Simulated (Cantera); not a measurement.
## Thermodynamics of fluorocarbon and chlorocarbon gases, feed C₂F₆

A closed system holds: 1 mol C₂F₆, at 0.100 bar.

These are equilibrium values from Cantera (NASA tables, ideal gas, pure condensed phases), not measurements of a reactor. Candidate condensed phases: C; 13 gas species. The feed counts by its element totals alone. Gases not in the tables: C₂F₆ and larger saturated fluorocarbons. Kinetics and transport are ignored.

From 875 °C to 1525 °C the condensed part is C(graphite). The main C-bearing gas is CF₄ throughout.

| T (°C) | x CF₄ | x CF₂ | x CF₃ | x F | x CF | x C₂F₄ | n C(graphite) |
|---|---|---|---|---|---|---|---|
| 875 | 1.00 | 1.36e-7 | 2.08e-7 | 4.65e-9 | <1e-12 | 2.55e-11 | 0.500 |
| 925 | 1.000 | 4.66e-7 | 5.63e-7 | 1.85e-8 | <1e-12 | 8.58e-11 | 0.500 |
| 975 | 1.000 | 1.45e-6 | 1.41e-6 | 6.61e-8 | <1e-12 | 2.62e-10 | 0.500 |
| 1025 | 1.000 | 4.10e-6 | 3.28e-6 | 2.14e-7 | 4.27e-12 | 7.32e-10 | 0.500 |
| 1075 | 1.000 | 1.08e-5 | 7.16e-6 | 6.34e-7 | 2.27e-11 | 1.90e-9 | 0.500 |
| 1125 | 1.000 | 2.63e-5 | 1.48e-5 | 1.74e-6 | 1.07e-10 | 4.59e-9 | 0.500 |
| 1175 | 1.000 | 6.04e-5 | 2.90e-5 | 4.46e-6 | 4.52e-10 | 1.05e-8 | 0.500 |
| 1225 | 1.000 | 0.000131 | 5.44e-5 | 1.07e-5 | 1.74e-9 | 2.25e-8 | 0.500 |
| 1275 | 1.000 | 0.000270 | 9.80e-5 | 2.44e-5 | 6.10e-9 | 4.62e-8 | 0.500 |
| 1325 | 0.999 | 0.000533 | 0.000170 | 5.26e-5 | 1.98e-8 | 9.06e-8 | 0.500 |
| 1375 | 0.999 | 0.00101 | 0.000285 | 0.000108 | 5.98e-8 | 1.70e-7 | 0.499 |
| 1425 | 0.997 | 0.00183 | 0.000462 | 0.000214 | 1.69e-7 | 3.09e-7 | 0.499 |
| 1475 | 0.996 | 0.00320 | 0.000730 | 0.000407 | 4.50e-7 | 5.40e-7 | 0.497 |
| 1525 | 0.993 | 0.00543 | 0.00112 | 0.000745 | 1.13e-6 | 9.15e-7 | 0.496 |
x: gas mole fraction; n: condensed amount in mol.
